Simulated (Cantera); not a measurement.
Input: 1 mol CCl4, 1.3 mol Si, 3.5 mol H2, at 823.15 K and 0.00750 Torr.

Cantera equilibrium calculation (NASA polynomials, part measured and part estimated; ideal gas, pure solids and liquids). Candidate condensed phases: C, C6H6, C7H8, C8H18, Si, SiC; 109 gas species. The tables' values for SiCl3 are old estimates; treat these amounts as uncertain. Equilibrium is a limit: real reactors are often held back by kinetics, nucleation or transport.

Base state: H2 0.561, HCl 0.313, SiCl4 0.126, SiHCl3 0.000274, SiCl3 0.000126, SiCl2 1.13e-5 (mole fractions); condensed: C(graphite) + SiC(s).

What changes in the equilibrium state with this change: pressure from 0.00750 Torr to 450 Torr?


```tsv
species	before	after
H2	0.561	0.552
SiCl4	0.126	0.248
CH4	2.93e-6	0.170
HCl	0.313	0.0234
SiH2Cl2	5.00e-8	1.69e-5
SiCl2	1.13e-5	6.47e-8
SiHCl3	0.000274	0.00705
SiCl3	0.000126	1.34e-5
C(graphite), mol	0.319	0.0283
SiC(s), mol	0.681	0.316
```
